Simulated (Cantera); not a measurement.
Input (Python, Cantera) and output of one run.

```python
import numpy as np
import cantera as ct

gas_names = [...]  # 123 gases of nasa_gas.yaml made of C, H, O, Si
cond_names = """
    C(gr) C6H6(L) C7H8(L) C8H18(L),n-octa H2O(s) H2O(L) Si(cr) Si(L) SiC(b) SiO2(Lqz) SiO2(hqz) SiO2(L)
""".split()


# ... load() reads the species with a 1 bar reference pressure and builds the phases ...
atoms = {
    'SiC': {'Si': 1, 'C': 1},
    'O2': {'O': 2},
    'H2': {'H': 2},
}
top_T = {'C(gr)': 4500, 'SiC(b)': 3050}  # K; cautious upper limits of use, not melting points


# ... equilibrate(T, P, feed) seeds the gas with the atoms and calls Mixture.equilibrate('TP', solver="vcs", rtol=1e-11, max_steps=5000) ...
results = []
feed = {'SiC': 1, 'O2': 0.0017, 'H2': 4.4}  # mol
P = 0.56  # Pa
for T in [1048, 1148, 1248, 1348, 1448, 1548, 1648, 1748, 1848, 1948]:
    mix = equilibrate(T, P, feed)
    results.append((T, P, feed, dict(zip(mix.species_names, mix.species_moles))))
    x = sorted(zip(gas.X, gas.species_names), reverse=True)
    print(f"T = {T:g} K  P = {P:g} Pa  gas = {mix.phase_moles(0):.4g} mol")
    print("   x: " + "  ".join(f"{s} {v:.3e}" for v, s in x if v > 1e-06))
    print("   condensed (mol): " + ("  ".join(f"{mix.phase(i).name} {mix.phase_moles(i):.4g}"
          for i in range(1, mix.n_phases) if mix.phase_moles(i) > 1e-12) or "none"))
```

Output:

```
T = 1048 K  P = 0.56 Pa  gas = 4.402 mol
   x: H2 9.996e-01  CO 2.948e-04  SiO 1.121e-04  H 3.264e-06
   condensed (mol): SiC(b) 0.9987  SiO2(hqz) 0.0008042
T = 1148 K  P = 0.56 Pa  gas = 4.403 mol
   x: H2 9.992e-01  CO 3.861e-04  SiO 3.861e-04  H 3.026e-05
   condensed (mol): SiC(b) 0.9983
T = 1248 K  P = 0.56 Pa  gas = 4.404 mol
   x: H2 9.990e-01  CO 3.861e-04  SiO 3.860e-04  H 1.973e-04
   condensed (mol): SiC(b) 0.9983
T = 1348 K  P = 0.56 Pa  gas = 4.406 mol
   x: H2 9.982e-01  H 9.768e-04  CO 3.879e-04  SiO 3.838e-04  Si 4.051e-06
   condensed (mol): SiC(b) 0.9983
T = 1448 K  P = 0.56 Pa  gas = 4.412 mol
   x: H2 9.953e-01  H 3.886e-03  CO 4.212e-04  SiO 3.494e-04  Si 7.100e-05
   condensed (mol): SiC(b) 0.9981
T = 1548 K  P = 0.56 Pa  gas = 4.434 mol
   x: H2 9.858e-01  H 1.292e-02  CO 6.262e-04  Si 4.815e-04  SiO 1.406e-04  SiH 2.996e-06  Si2C 1.057e-06
   condensed (mol): SiC(b) 0.9972
T = 1648 K  P = 0.56 Pa  gas = 4.49 mol
   x: H2 9.615e-01  H 3.690e-02  Si 7.872e-04  CO 7.523e-04  C2H2,acetylene 2.235e-05  SiO 4.982e-06  Si2C 3.437e-06  SiH 3.360e-06  SiC2 2.253e-06
   condensed (mol): SiC(b) 0.9964
T = 1748 K  P = 0.56 Pa  gas = 4.639 mol
   x: H2 9.024e-01  H 9.172e-02  Si 4.899e-03  CO 7.294e-04  C2H2,acetylene 1.019e-04  SiC2 5.224e-05  Si2C 3.912e-05  SiH 1.466e-05  SiO 3.473e-06
   condensed (mol): C(gr) 0.01843  SiC(b) 0.9766
T = 1848 K  P = 0.56 Pa  gas = 5.077 mol
   x: H2 7.682e-01  H 1.964e-01  Si 3.341e-02  CO 6.654e-04  SiC2 6.397e-04  Si2C 4.548e-04  C2H2,acetylene 1.978e-04  SiH 6.909e-05  Si2 6.934e-06  SiO 4.229e-06
   condensed (mol): C(gr) 0.1638  SiC(b) 0.822
T = 1948 K  P = 0.56 Pa  gas = 6.491 mol
   x: H2 5.075e-01  H 3.402e-01  Si 1.443e-01  SiC2 4.654e-03  Si2C 2.437e-03  CO 5.205e-04  C2H2,acetylene 2.735e-04  SiH 1.869e-04  Si2 4.572e-05  SiO 3.310e-06  C2H 2.862e-06  SiC 1.752e-06  C 1.720e-06  SiH2 1.383e-06  C3 1.327e-06
   condensed (mol): C(gr) 0.9168
```

Method: chemical equilibrium by Gibbs-energy minimisation in Cantera with the NASA 1993 tables (ideal gas, pure condensed phases). Mutual solubility and eutectic melting of coexisting phases are not modelled.
